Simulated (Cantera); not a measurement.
Feed: 1 mol V, 4.1 mol H₂O, equilibrated at 1150 °C and 6.70 bar.

These are equilibrium values from Cantera (NASA tables, ideal gas, pure condensed phases), not measurements of a reactor. Candidate condensed phases: H₂O, V, VO, V₂O₃, V₂O₄, V₂O₅; 12 gas species. Condensed phases not in the tables: the oxides between V₂O₃ and V₂O₅ other than VO₂. The numbers say what is thermodynamically allowed, not how fast it happens.

Base state: H₂O 0.634, H₂ 0.366 (mole fractions); condensed: V₂O₃(s).

Task: What changes in the equilibrium state with this change: V replaced by Cr?

Result: 
| species | before | after |
|---|---|---|
| H₂O | 0.634 | 0.634 |
| H₂ | 0.366 | 0.366 |
| V₂O₃(s), mol | 0.500 | 0 |
| Cr₂O₃(s), mol | 0 | 0.500 |
Further candidate phases: Cr, Cr₂O₃.
